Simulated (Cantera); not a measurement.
Cantera run:

```python
import numpy as np
import cantera as ct

gas_names = """
    AL ALN AL2 N N2
""".split()
cond_names = """
    AL(cr) AL(L) ALN(s)
""".split()


# ... load() reads the species with a 1 bar reference pressure and builds the phases ...
atoms = {
    'Al': {'AL': 1},
    'N2': {'N': 2},
}
top_T = {'ALN(s)': 2750}  # K; cautious upper limits of use, not melting points


# ... equilibrate(T, P, feed) seeds the gas with the atoms and calls Mixture.equilibrate('TP', solver="vcs", rtol=1e-11, max_steps=5000) ...
results = []
feed = {'Al': 1, 'N2': 0.89}  # mol
T = 998.15  # K
P = 53  # Pa
mix = equilibrate(T, P, feed)
results.append((T, P, feed, dict(zip(mix.species_names, mix.species_moles))))
print(gas.report(threshold=1e-06))
for i in range(1, mix.n_phases):
    print(f"{mix.phase(i).name:16s} {mix.phase_moles(i):12.5e} mol")
```

It prints:

```
       temperature   998.15 K
          pressure   53 Pa
           density   0.0001789 kg/m^3
  mean mol. weight   28.014 kg/kmol
   phase of matter   gas

                          1 kg             1 kmol
                     ---------------   ---------------
          enthalpy        7.6405e+05        2.1404e+07  J
   internal energy         4.678e+05        1.3105e+07  J
           entropy             10382        2.9083e+05  J/K
    Gibbs function       -9.5983e+06       -2.6889e+08  J
 heat capacity c_p            1166.4             32674  J/K
 heat capacity c_v            869.56             24360  J/K

                      mass frac. Y      mole frac. X     chem. pot. / RT
                     ---------------   ---------------   ---------------
                N2                 1                 1           -32.399
     [   +4 minor]        2.9917e-17        3.1067e-17

AL(L)             0.00000e+00 mol
ALN(s)            1.00000e+00 mol
```

Equilibrium computed with Cantera from the NASA thermochemical tables; the gas is ideal and each condensed phase is pure.
